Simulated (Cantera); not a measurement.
**Thermodynamics of tantalum, niobium, vanadium and zirconium in process gases, feed V + O2 + N2**

Input: 1 mol V, 0.28 mol O2, 7.4 mol N2, at 1.90 Pa.

Method: chemical equilibrium by Gibbs-energy minimisation in Cantera with the NASA 1993 tables (ideal gas, pure condensed phases). Candidate condensed phases: V, VN, VO, V2O3, V2O4, V2O5; 13 gas species. Mutual solubility and eutectic melting of coexisting phases are not modelled. VN, VO: taken at fixed stoichiometry. Condensed phases not in the tables: the oxides between V2O3 and V2O5 other than VO2, solid solutions among these carbides, nitrides and lower oxides, V2N. The numbers say what is thermodynamically allowed, not how fast it happens.

```csv
T (K),log p N2,n VN(s),n V2O3(s),n VO(s)
973,-4.72,0.627,0.187,0
998,-4.72,0.627,0.187,0
1023,-4.72,0.627,0.187,0
1048,-4.72,0.627,0.187,0
1073,-4.72,0.627,0.187,0
1098,-4.72,0.627,0.187,0
1123,-4.72,0.627,0.187,0
1148,-4.72,0.440,0,0.560
```
log p: log10 of the partial pressure in bar; n: condensed amount in mol.

From 973 K to 1123 K the condensed part is VN(s) + V2O3(s). At 1148 K the condensed part is VN(s) + VO(s).
